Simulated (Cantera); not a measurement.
Feed: 1 mol SiF4, 2 mol N2, 34 mol H2, held at 1273 K and 4.00 mbar.

Method: chemical equilibrium by Gibbs-energy minimisation in Cantera with the NASA 1993 tables (ideal gas, pure condensed phases). Candidate condensed phases: Si, Si3N4; 37 gas species. N2 is the only nitrogen source here; it is nearly inert below about 1500 K, so the nitride shown seldom forms there in practice. The tables' values for SiF3, SiF2 are old estimates; treat these amounts as uncertain. Rates play no part.

Base state: H2 0.917, N2 0.0539, SiF4 0.0249, HF 0.00279, SiF3 0.00122, SiHF3 0.000586, SiF2 5.43e-5, H 1.08e-5 (mole fractions); condensed: Si3N4(s).

Question: What changes in the equilibrium state with this change: temperature from 1273 K to 1350 K?

Answer: 
```json
[
 {"species": "H2", "before": "0.917", "after": "0.915"},
 {"species": "N2", "before": "0.0539", "after": "0.0540"},
 {"species": "SiF4", "before": "0.0249", "after": "0.0231"},
 {"species": "SiF3", "before": "0.00122", "after": "0.00289"},
 {"species": "SiF2", "before": "5.43e-5", "after": "0.000276"},
 {"species": "H", "before": "1.08e-5", "after": "3.60e-5"},
 {"species": "SiH2F2", "before": "6.62e-6", "after": "1.12e-5"},
 {"species": "HF", "before": "0.00279", "after": "0.00421"},
 {"species": "Si3N4(s), mol", "before": "0.00265", "after": "0"}
]
```

Question: What changes in the equilibrium state with this change: pressure from 4.00 mbar to 6.40 Pa?

Answer: 
| species | before | after |
|---|---|---|
| H2 | 0.917 | 0.913 |
| N2 | 0.0539 | 0.0539 |
| SiF4 | 0.0249 | 0.0219 |
| HF | 0.00279 | 0.00575 |
| SiF2 | 5.43e-5 | 0.000699 |
| H | 1.08e-5 | 8.52e-5 |
| Si3N4(s), mol | 0.00265 | 0 |

Question: What changes in the equilibrium state with this change: temperature from 1273 K to 1448 K?

Answer: 
| species | before | after |
|---|---|---|
| H2 | 0.917 | 0.911 |
| N2 | 0.0539 | 0.0538 |
| SiF4 | 0.0249 | 0.0196 |
| HF | 0.00279 | 0.00833 |
| SiF2 | 5.43e-5 | 0.000998 |
| H | 1.08e-5 | 0.000139 |
| Si3N4(s), mol | 0.00265 | 0 |
